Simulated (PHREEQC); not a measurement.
Solution (25 °C): 83 mmol/kgw (CH3)4NF and 54 mmol/kgw K2SO4. Closed to the air; pH follows from the charge balance.

Model: ion-association model, wateq4f.dat, run in PHREEQC.

Each row changes one thing in this solution. Precipitation was switched off in this run.

```
case                                                   pH  ionic strength (mol/kgw)  K+ (mol/kgw)  SO4-2 (mol/kgw)  KSO4- (mol/kgw)  HSO4- (mol/kgw)
---------------------------------------------------  ----  ------------------------  ------------  ---------------  ---------------  ---------------
as made                                              7.95                     0.228        0.0996           0.0456          0.00844          1.93e-8
temperature from 25 to 40 °C                         7.78                     0.225        0.0980           0.0440           0.0100          3.79e-8
diluted 100-fold with water                          7.17                   0.00244       0.00108         0.000537          3.27e-6          3.03e-9
diluted 10-fold with water                           7.51                    0.0241        0.0106          0.00519         0.000213          1.00e-8
K2SO4 from 0.054 to 0.0108 mol/kgw                   7.98                     0.114        0.0211           0.0103         0.000524          4.83e-9
(CH3)4NF from 0.083 to 0.0166 mol/kgw                7.60                     0.160        0.0986           0.0446          0.00940          4.66e-8
temperature from 25 to 70 °C                         7.54                     0.219        0.0950           0.0410           0.0131          1.29e-7
(CH3)4NF replaced by (CH3)4NCl at the same molality  7.16                     0.228        0.0996           0.0456          0.00844          1.19e-7
```

(CH3)4N+ isn't in the database: it is added as a free cation with an ion size of 4 Å. Constants without temperature data keep their 25 °C values here.
